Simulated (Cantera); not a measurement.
**Counterflow diffusion flame**

A counterflow diffusion flame at 1.01 bar, nozzles 20 mm apart: fuel side 56.5 % CO, 26.0 % H₂, 2.32 % CH₄, 15.2 % N₂ at 425 K, oxidiser side 18.0 % O₂, 82.0 % N₂ at 525 K, fuel mass flux 0.97 times the oxidiser's; mixture-averaged transport, no radiation.

Cantera simulation using GRI-Mech 3.0 (53 species, 325 reactions); the numbers are that mechanism's predictions, not measurements. GRI-Mech 3.0 has no aromatics or soot, which form on the fuel side of real flames. The maximum strain rate includes the flame's own expansion and is several times the mean.

```csv
oxidiser flux (kg/m²/s),max strain (1/s),mean strain (1/s),T max (K),peak x OH,peak x H,peak x NO,peak x CO,peak x C₂H₂
0.61,344,94.9,1981,0.00762,0.00786,6.09e-5,0.581,0.000700
0.75,416,117,1958,0.00760,0.00840,5.56e-5,0.581,0.000686
0.92,503,143,1935,0.00755,0.00893,5.06e-5,0.580,0.000666
1.1,595,171,1915,0.00750,0.00941,4.67e-5,0.580,0.000646
1.4,746,218,1890,0.00746,0.0101,4.21e-5,0.580,0.000618
1.7,897,264,1870,0.00741,0.0106,3.86e-5,0.579,0.000593
2.1,1100,327,1847,0.00730,0.0112,3.48e-5,0.579,0.000562
2.6,1340,405,1823,0.00713,0.0118,3.10e-5,0.579,0.000525
3.2,1630,498,1798,0.00696,0.0123,2.73e-5,0.579,0.000482
3.9,1970,607,1773,0.00675,0.0128,2.40e-5,0.579,0.000434
```
x: mole fraction; the columns are a selection and need not sum to one.
